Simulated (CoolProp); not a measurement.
Vapour-liquid equilibrium of diethyl ether (1) + methanol (2) at 60.5 kPa; x and y are mole fractions of (1).

Values from CoolProp's multi-fluid Helmholtz-energy mixture model, Thol 2014 and de Reuck 1993; pair parameters Bell 2016.

```
x      bubble temperature (K)  y at the bubble point  dew temperature at overall composition x (K)  liquid density (mol/L)
-----  ----------------------  ---------------------  --------------------------------------------  ----------------------
0.05                    317.0                  0.323                                         324.0                   22.47
0.125                   309.1                  0.557                                         322.2                   20.70
0.2                     304.3                  0.665                                         320.4                   19.09
0.275                   301.4                  0.721                                         318.4                   17.65
0.35                    299.6                  0.755                                         316.2                   16.37
0.425                   298.4                  0.778                                         313.9                   15.22
0.5                     297.5                  0.796                                         311.3                   14.20
0.575                   296.7                  0.812                                         308.3                   13.29
0.65                    296.1                  0.830                                         305.0                   12.47
0.725                   295.4                  0.850                                         301.2                   11.74
0.8                     294.8                  0.876                                         297.3                   11.08
0.875                   294.3                  0.910                                         294.9                   10.49
0.95                    294.0                  0.957                                         294.0                   9.949
```

No azeotrope shows between x = 0.05 and 0.95.

Pair parameters are fitted to limited data, so mixtures are less certain than the pure fluids.
